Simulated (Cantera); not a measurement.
Charge: 1 mol Pb, 9.9 mol H2O, 2.6 mol N2, held at 1523 K and 0.390 bar.

Cantera equilibrium calculation (NASA polynomials, part measured and part estimated; ideal gas, pure solids and liquids). Candidate condensed phases: H2O, Pb, PbO, PbO2, Pb3O4; 27 gas species. Gases not in the tables: (PbO)n polymers. Rates play no part.

Base state: H2O 0.729, N2 0.193, Pb 0.0693, H2 0.00474, PbO 0.00473, Pb2 2.97e-5, OH 1.21e-5 (mole fractions); condensed: gas only.

Question: What changes in the equilibrium state with this change: temperature from 1523 K to 1173 K?

Answer: 
```json
[
 {"species": "H2O", "before": "0.729", "after": "0.791"},
 {"species": "N2", "before": "0.193", "after": "0.208"},
 {"species": "Pb", "before": "0.0693", "after": "0.00108"},
 {"species": "Pb2", "before": "2.97e-5", "after": "3.04e-8"},
 {"species": "OH", "before": "1.21e-5", "after": "7.10e-8"},
 {"species": "Pb(l), mol", "before": "0", "after": "0.984"},
 {"species": "PbO(l), mol", "before": "0", "after": "0.00139"}
]
```
Each liquid is taken as pure. Mutual solubility and eutectic melting of coexisting phases are not modelled.

Question: What changes in the equilibrium state with this change: Pb replaced by Al?

Answer: 
```tsv
species	before	after
H2O	0.729	0.672
N2	0.193	0.208
H2	0.00474	0.120
Pb	0.0693	0
PbO	0.00473	0
Pb2	2.97e-5	0
OH	1.21e-5	2.21e-6
H	2.55e-6	1.28e-5
Al2O3(s), mol	0	0.500
```
Gases not in the tables: Al(OH)3. Further candidate phases: Al, AlN, Al2O3.
